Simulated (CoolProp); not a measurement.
Vapour-liquid equilibrium of ethanol (1) + o-xylene (2) at 331.2 K; x and y are mole fractions of (1).

Computed with CoolProp (multi-fluid Helmholtz-energy mixture model, Schroeder 2014 and Zhou 2012; pair parameters Bell 2016).

```json
[
 {"x": "0.05", "bubble pressure (MPa)": "0.01708", "y at the bubble point": "0.718", "dew pressure at overall composition x (MPa)": "0.005250", "liquid density (mol/L)": "8.186"},
 {"x": "0.2", "bubble pressure (MPa)": "0.03295", "y at the bubble point": "0.865", "dew pressure at overall composition x (MPa)": "0.006221", "liquid density (mol/L)": "8.861"},
 {"x": "0.35", "bubble pressure (MPa)": "0.03655", "y at the bubble point": "0.883", "dew pressure at overall composition x (MPa)": "0.007630", "liquid density (mol/L)": "9.676"},
 {"x": "0.5", "bubble pressure (MPa)": "0.03728", "y at the bubble point": "0.887", "dew pressure at overall composition x (MPa)": "0.009857", "liquid density (mol/L)": "10.68"},
 {"x": "0.65", "bubble pressure (MPa)": "0.03809", "y at the bubble point": "0.894", "dew pressure at overall composition x (MPa)": "0.01391", "liquid density (mol/L)": "11.93"},
 {"x": "0.8", "bubble pressure (MPa)": "0.03975", "y at the bubble point": "0.916", "dew pressure at overall composition x (MPa)": "0.02348", "liquid density (mol/L)": "13.52"},
 {"x": "0.95", "bubble pressure (MPa)": "0.04206", "y at the bubble point": "0.970", "dew pressure at overall composition x (MPa)": "0.04138", "liquid density (mol/L)": "15.58"}
]
```

No azeotrope shows between x = 0.05 and 0.95.

The pair parameters rest on a limited set of measurements; away from them the model extrapolates. With so large a gap from Raoult's law the liquid may split in two, which this calculation doesn't test in full.
